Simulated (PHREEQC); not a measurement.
**Brine (model solution)**

Solution (20 °C): 2.7 mol HCl, 0.048 mol KCl and 0.00013 mol H4SiO4 per kg of water. It is in equilibrium with CO2 at log p = -3.5 (atm). Otherwise closed; pH follows from the charge balance.

Model: Pitzer model, pitzer.dat, run in PHREEQC.

Precipitation was switched off in this run.

Q: Estimate the pH, density, activity of water.

A: pH -0.86; density 1.044 g/cm³; activity of water 0.879.

In brines, pH and single-ion activities rest on the MacInnes convention.
